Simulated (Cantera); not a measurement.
A closed system holds: 1 mol CO, 0.016 mol NH3, 21 mol N2, 0.099 mol CO2, at 1.00 bar.

These are equilibrium values from Cantera (NASA tables, ideal gas, pure condensed phases), not measurements of a reactor. Candidate condensed phases: C, C6H6, C7H8, C8H18, H2O; 136 gas species. Rates play no part.

x: gas mole fraction; n: condensed amount in mol.

| T (°C) | x N2 | x CO | x CO2 | x H2 | x H2O | x H | x OH | n C(graphite) |
|---|---|---|---|---|---|---|---|---|
| 600 | 0.956 | 0.0316 | 0.0114 | 0.000962 | 0.000129 | 1.45e-12 | <1e-12 | 0.154 |
| 700 | 0.949 | 0.0452 | 0.00441 | 0.00102 | 6.18e-5 | 3.46e-11 | <1e-12 | 0 |
| 800 | 0.949 | 0.0453 | 0.00438 | 0.000995 | 8.90e-5 | 4.42e-10 | <1e-12 | 0 |
| 900 | 0.949 | 0.0453 | 0.00436 | 0.000966 | 0.000118 | 3.66e-9 | 3.09e-12 | 0 |
| 1000 | 0.949 | 0.0453 | 0.00433 | 0.000937 | 0.000148 | 2.18e-8 | 3.97e-11 | 0 |
| 1100 | 0.949 | 0.0454 | 0.00430 | 0.000907 | ___ | ___ | ___ | 0 |
| 1200 | 0.949 | 0.0454 | 0.00427 | 0.000880 | 0.000205 | 3.75e-7 | 2.27e-9 | 0 |
| 1300 | 0.949 | 0.0454 | 0.00424 | 0.000853 | ___ | ___ | ___ | 0 |
| 1400 | 0.949 | 0.0454 | 0.00422 | 0.000828 | 0.000254 | 3.28e-6 | 4.84e-8 | 0 |
| 1500 | 0.949 | 0.0455 | 0.00420 | 0.000805 | 0.000276 | 8.07e-6 | 1.71e-7 | 0 |
| 1600 | 0.949 | 0.0455 | 0.00418 | 0.000781 | 0.000294 | 1.80e-5 | 5.28e-7 | 0 |

Problem. Some entries are withheld; supply them.

Solution. 
- 1100, x H2O: 0.000177
- 1100, x H: 1.00e-7
- 1100, x OH: 3.49e-10
- 1300, x H2O: 0.000231
- 1300, x H: 1.19e-6
- 1300, x OH: 1.16e-8
